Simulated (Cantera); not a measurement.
Cantera with NASA thermochemical tables; ideal gases at 1 bar, condensed phases pure. Values are per mole of reaction as written; species without (g) are pure solids or liquids, kept so even where they would boil at 1 bar.

S2(g) → 2 S

| T (K) | ΔH° (kJ) | ΔS° (J/K) | ΔG° (kJ) | log10 K |
|---|---|---|---|---|
| 475 | ? | ? | ? | ? |
| 525 | -117.0 | -136.4 | -45.3 | 4.51 |
| 575 | ? | ? | ? | ? |
| 625 | -113.1 | -129.6 | -32.1 | 2.68 |
| 675 | -111.6 | -127.4 | -25.6 | 1.98 |
| 725 | ? | ? | ? | ? |
| 775 | -109.1 | -123.9 | -13.1 | 0.88 |
| 825 | -107.8 | -122.3 | -6.9 | 0.44 |
| 875 | ? | ? | ? | ? |
| 925 | -104.8 | -118.9 | 5.1 | -0.29 |

Task: Some entries are withheld; supply them.

Result: 
- 475, ΔH° (kJ): -119.3
- 475, ΔS° (J/K): -141.1
- 475, ΔG° (kJ): -52.3
- 475, log10 K: 5.75
- 575, ΔH° (kJ): -114.9
- 575, ΔS° (J/K): -132.6
- 575, ΔG° (kJ): -38.6
- 575, log10 K: 3.51
- 725, ΔH° (kJ): -110.3
- 725, ΔS° (J/K): -125.5
- 725, ΔG° (kJ): -19.3
- 725, log10 K: 1.39
- 875, ΔH° (kJ): -106.4
- 875, ΔS° (J/K): -120.6
- 875, ΔG° (kJ): -0.8
- 875, log10 K: 0.05
